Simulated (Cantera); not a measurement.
A perfectly stirred reactor is fed with CH₂O : O₂ : N₂ = 0.018 : 0.019 : 1 (molar parts), at 750 Torr; it is held at 1473 K, and followed from long to short residence time.

Model: GRI-Mech 3.0 (53 species, 325 reactions), integrated in Cantera. The temperature is held fixed by assumption; the heat of reaction is taken as removed at once.

Problem. What does this change do: temperature 1473 to 1198 K?

Solution. 
| quantity | before | after |
|---|---|---|
| x(CH₂O) at τ = 4.00 s | 2.74e-7 | 8.53e-7 |
| x(O₂) at τ = 4.00 s | 0.00109 | 0.00105 |
| x(NO) at τ = 4.00 s | 6.50e-6 | 5.36e-7 |
| x(N₂O) at τ = 4.00 s | 1.48e-7 | 1.70e-7 |
| x(CO) at τ = 4.00 s | 0.000212 | 0.000132 |
| x(CH₂O) at τ = 33.0 ms | 3.39e-6 | 9.89e-6 |
| x(O₂) at τ = 33.0 ms | 0.00228 | 0.00239 |
| x(NO) at τ = 33.0 ms | 5.36e-6 | 8.38e-7 |
| x(N₂O) at τ = 33.0 ms | 9.82e-8 | 9.15e-8 |
| x(CO) at τ = 33.0 ms | 0.00205 | 0.00231 |

Problem. What does this change do: CH2O 0.018 to 0.029 parts?

Solution. 
```json
[
 {"quantity": "x(CH₂O) at τ = 4.00 s", "before": "2.74e-7", "after": "1.87e-7"},
 {"quantity": "x(O₂) at τ = 4.00 s", "before": "0.00109", "after": "5.61e-6"},
 {"quantity": "x(NO) at τ = 4.00 s", "before": "6.50e-6", "after": "5.46e-7"},
 {"quantity": "x(N₂O) at τ = 4.00 s", "before": "1.48e-7", "after": "5.35e-10"},
 {"quantity": "x(CO) at τ = 4.00 s", "before": "0.000212", "after": "0.0122"},
 {"quantity": "x(CH₂O) at τ = 33.0 ms", "before": "3.39e-6", "after": "2.66e-6"},
 {"quantity": "x(O₂) at τ = 33.0 ms", "before": "0.00228", "after": "0.000122"},
 {"quantity": "x(NO) at τ = 33.0 ms", "before": "5.36e-6", "after": "2.71e-6"},
 {"quantity": "x(N₂O) at τ = 33.0 ms", "before": "9.82e-8", "after": "5.54e-9"},
 {"quantity": "x(CO) at τ = 33.0 ms", "before": "0.00205", "after": "0.0123"}
]
```

Problem. What does this change do: temperature 1473 to 1425 K?

Solution. 
```
quantity                  before     after
----------------------  --------  --------
x(CH₂O) at τ = 4.00 s    2.74e-7   3.22e-7
x(O₂) at τ = 4.00 s      0.00109   0.00107
x(NO) at τ = 4.00 s      6.50e-6   4.56e-6
x(N₂O) at τ = 4.00 s     1.48e-7   1.57e-7
x(CO) at τ = 4.00 s     0.000212  0.000186
x(CH₂O) at τ = 33.0 ms   3.39e-6   3.87e-6
x(O₂) at τ = 33.0 ms     0.00228   0.00223
x(NO) at τ = 33.0 ms     5.36e-6   4.20e-6
x(N₂O) at τ = 33.0 ms    9.82e-8   9.57e-8
x(CO) at τ = 33.0 ms     0.00205   0.00195
```
